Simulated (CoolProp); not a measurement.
The fluid at 298.15 K and 0.00981 MPa flows at 3.2 m/s in a round tube of 6 mm bore and 1.5 µm roughness, fully developed (64/Re and Nu = 3.66 if laminar; Colebrook and Gnielinski if turbulent). The same conditions are run with several fluids, on thermodynamics alone (safety and materials aside).

Values from CoolProp's reference Helmholtz-energy equation of state of each fluid (benzene: Thol 2012; R407C: Lemmon 2003; R11: Jacobsen 1992; R125: Lemmon 2005; CF4 (R14): Platzer 1990). The equations of Platzer and Polt are older, rougher fits. Blends and air are pseudo-pure fits.

```tsv
fluid	Reynolds number	Darcy friction factor	pressure drop (Pa/m)	heat-transfer coefficient (W/(m² K))	mass flow (kg/h)
benzene	789	0.0811	21.5	6.44	0.101
R407C	535	0.120	34.9	8.02	0.111
R11	1020	0.0628	29.2	5.13	0.178
R125	705	0.0908	36.9	8.54	0.155
CF4 (R14)	389	0.165	48.9	9.75	0.113
```

Transport values come from each fluid's own correlations; those of R11, CF4 (R14) are estimates that may be off by 10 % or more.
